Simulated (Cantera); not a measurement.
Silicon oxide and oxynitride deposition: TEOS + NO + N2 + O2

Feed: 1 mol TEOS, 29 mol NO, 72 mol N2, 0.092 mol O2.

Method: chemical equilibrium by Gibbs-energy minimisation in Cantera with the NASA 1993 tables (ideal gas, pure condensed phases). Candidate condensed phases: C, C6H6, C7H8, C8H18, H2O, Si, SiC, SiO2, Si2N2O, Si3N4; 151 gas species. The feed counts by its element totals alone. The tables hold silica as quartz up to 1696 K and as liquid above; real silica turns to tridymite and cristobalite and melts near 1996 K. Rates play no part.

Stable condensed phases:

```
T in K \ P in Pa
              5     21     85    350   1400   5900  24000 100000
   2173       A      A      A      A      B      B      B      B
   2148       A      A      A      A      B      B      B      B
   2123       A      A      A      B      B      B      B      B
   2098       A      A      A      B      B      B      B      B
   2073       A      A      A      B      B      B      B      B
   2048       A      A      A      B      B      B      B      B
   2023       A      A      B      B      B      B      B      B
   1998       A      A      B      B      B      B      B      B
   1973       A      A      B      B      B      B      B      B
```

A: gas only; B: SiO2.
